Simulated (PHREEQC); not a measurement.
Consider water at 84 °C with 0.19 mol/kgw MgCl2 and 0.08 mol/kgw Na2SO4. Closed to the air; pH follows from the charge balance.

The numbers come from PHREEQC with the ion-association model, wateq4f.dat.

Problem. The ionic strength comes out as 0.560 mol/kgw. What activity coefficients do H+, MgOH+, Na+, Cl-, HSO4- get?

Solution. H+ 0.74, MgOH+ 0.69, Na+ 0.67, Cl- 0.60, HSO4- 0.63.

No solid was allowed to form. Constants without temperature data keep their 25 °C values here.
